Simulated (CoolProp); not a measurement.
Properties of methane at several states.

Computed with CoolProp (reference Helmholtz-energy equation of state, Setzmann 1991).

```tsv
T (°C)	p (MPa)	phase	cp (kJ/(kg K))	expansivity (1/kK)	fugacity coefficient
278.15	2.32	gas	3.121	1.853	1.002
75.15	0.0113	gas	2.362	2.872	0.9999
109.85	0.565	gas	2.490	2.657	0.9967
178.45	7.48	supercritical	2.872	2.493	0.9893
315.25	11.3	supercritical	3.345	1.808	1.021
190.95	24.5	supercritical	3.164	2.594	1.001
```
